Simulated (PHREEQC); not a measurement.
Phosphoric acid bath: an equilibrium model

Solution (25 °C): 2.1 mmol/kgw H3PO4 and 4.3 mmol/kgw HF. Closed to the air; pH follows from the charge balance.

All values are PHREEQC results (ion-association model, phreeqc.dat), not measurements.

Each row changes one thing in this solution. Precipitation was switched off in this run.

```json
[
 {"case": "as made", "pH": "2.62", "ionic strength (mol/kgw)": "0.00255", "HF (mol/kgw)": "0.00331", "F- (mol/kgw)": "0.000965", "HF2- (mol/kgw)": "1.23e-5"},
 {"case": "diluted 2-fold with water", "pH": "2.83", "ionic strength (mol/kgw)": "0.00155", "HF (mol/kgw)": "0.00146", "F- (mol/kgw)": "0.000683", "HF2- (mol/kgw)": "3.82e-6"},
 {"case": "H3PO4 replaced by Na2HPO4 at the same molality", "pH": "3.36", "ionic strength (mol/kgw)": "0.00466", "HF (mol/kgw)": "0.00160", "F- (mol/kgw)": "0.00266", "HF2- (mol/kgw)": "1.64e-5"},
 {"case": "temperature from 25 to 90 °C", "pH": "2.75", "ionic strength (mol/kgw)": "0.00186", "HF (mol/kgw)": "0.00387", "F- (mol/kgw)": "0.000420", "HF2- (mol/kgw)": "6.72e-6"},
 {"case": "H3PO4 from 0.0021 to 0.0105 mol/kgw", "pH": "2.23", "ionic strength (mol/kgw)": "0.00633", "HF (mol/kgw)": "0.00381", "F- (mol/kgw)": "0.000473", "HF2- (mol/kgw)": "6.92e-6"},
 {"case": "temperature from 25 to 85 °C", "pH": "2.74", "ionic strength (mol/kgw)": "0.00190", "HF (mol/kgw)": "0.00383", "F- (mol/kgw)": "0.000454", "HF2- (mol/kgw)": "7.33e-6"},
 {"case": "HF replaced by NH4BF4 at the same molality", "pH": "2.73", "ionic strength (mol/kgw)": "0.00629", "HF (mol/kgw)": "0.00333", "F- (mol/kgw)": "0.00131", "HF2- (mol/kgw)": "1.68e-5"},
 {"case": "H3PO4 left out", "pH": "2.86", "ionic strength (mol/kgw)": "0.00144", "HF (mol/kgw)": "0.00284", "F- (mol/kgw)": "0.00143", "HF2- (mol/kgw)": "1.56e-5"}
]
```

At this temperature some constants are extrapolated from 25 °C, and those without enthalpy data are left unchanged. Real BF4- forms and hydrolyses slowly; the run takes it at equilibrium.
